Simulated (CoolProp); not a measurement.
Properties of sulfur hexafluoride at several states (Tc = 318.7 K, pc = 3.755 MPa, ω = 0.210).

Model: reference Helmholtz-energy equation of state, Guder 2009, in CoolProp.

```csv
T (K),p (MPa),phase,density (kg/m³),Joule-Thomson coefficient (K/MPa),isothermal compressibility (1/MPa),fugacity coefficient
358.2,0.101,gas,4.983,…,9.962,0.9939
350.9,0.36,gas,18.46,…,2.846,0.9769
279.9,0.549,gas,…,12.37,…,…
```

Q: Some entries are withheld; supply them.

A: 
- 358.2, Joule-Thomson coefficient (K/MPa): 5.672
- 350.9, Joule-Thomson coefficient (K/MPa): 6.095
- 279.9, density (kg/m³): 37.45
- 279.9, isothermal compressibility (1/MPa): 1.993
- 279.9, fugacity coefficient: 0.9257
